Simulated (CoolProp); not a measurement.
The fluid at 298.15 K and 1.03 MPa flows at 0.19 m/s in a round tube of 20 mm bore and 0.25 µm roughness, fully developed (64/Re and Nu = 3.66 if laminar; Colebrook and Gnielinski if turbulent). The same conditions are run with several fluids, on thermodynamics alone (safety and materials aside).

The numbers come from the reference Helmholtz-energy equation of state of each fluid (C2F6 (R116): Lemmon 2006; R13: Platzer 1990; CF4 (R14): Platzer 1990; ethane: Bücker 2006) in CoolProp. The equations of Platzer and Polt are older, rougher fits.

| fluid | Reynolds number | Darcy friction factor | pressure drop (Pa/m) | heat-transfer coefficient (W/(m² K)) | mass flow (kg/h) |
|---|---|---|---|---|---|
| C2F6 (R116) | 17300 | 0.0269 | 1.57 | 36.7 | 13.9 |
| R13 | 12600 | … | … | 24.4 | 10.4 |
| CF4 (R14) | 8140 | 0.0327 | 1.12 | … | 8.17 |
| ethane | 5380 | 0.0366 | … | 20.3 | … |

### Question
Complete the blanks.

### Answer

- R13, Darcy friction factor: 0.0291
- R13, pressure drop (Pa/m): 1.27
- CF4 (R14), heat-transfer coefficient (W/(m² K)): 21.2
- ethane, pressure drop (Pa/m): 0.450
- ethane, mass flow (kg/h): 2.92

Transport values come from each fluid's own correlations; those of C2F6 (R116), R13, CF4 (R14) are estimates that may be off by 10 % or more.
